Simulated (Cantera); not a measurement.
A perfectly stirred reactor is fed with 84.7 % NH3, 15.3 % H2, at 0.0270 bar; it is held at 1600 K, and followed from long to short residence time.

Detailed kinetics in Cantera: the gas-phase N/H chemistry of the illustrative SiF4/NH3 mechanism in the Surface Chemkin manual (1991). Walls and surfaces, which speed up NH3 decomposition in real reactors, are not modelled.

x: mole fraction; the columns are a selection and need not sum to one.

| τ (s) | x NH3 | x H2 | x NH2 | x N2 | x N2H4 |
|---|---|---|---|---|---|
| 3.4 | 0.805 | 0.184 | 0.000145 | 0.0115 | 1.59e-8 |
| 1.4 | 0.830 | 0.165 | 0.000147 | ___ | 1.63e-8 |
| 0.54 | 0.841 | 0.157 | 0.000144 | 0.00174 | 1.56e-8 |
| 0.22 | 0.845 | 0.154 | 0.000134 | 0.000603 | 1.36e-8 |
| 0.088 | 0.847 | 0.153 | ___ | ___ | ___ |
| 0.035 | 0.847 | 0.153 | 6.22e-5 | 1.72e-5 | 2.92e-9 |
| 0.014 | 0.847 | 0.153 | 2.63e-5 | 1.07e-6 | 5.21e-10 |
| 0.0057 | 0.847 | 0.153 | 1.07e-5 | 6.50e-8 | 8.63e-11 |
| 0.0023 | 0.847 | 0.153 | 4.34e-6 | 3.58e-9 | 1.37e-11 |
| 0.00093 | 0.847 | 0.153 | 1.75e-6 | 1.69e-10 | 2.11e-12 |
| 0.00037 | 0.847 | 0.153 | 6.95e-7 | 5.76e-12 | <1e-12 |

Complete the blanks.


- 1.4, x N2: 0.00477
- 0.088, x NH2: 0.000109
- 0.088, x N2: 0.000150
- 0.088, x N2H4: 8.94e-9
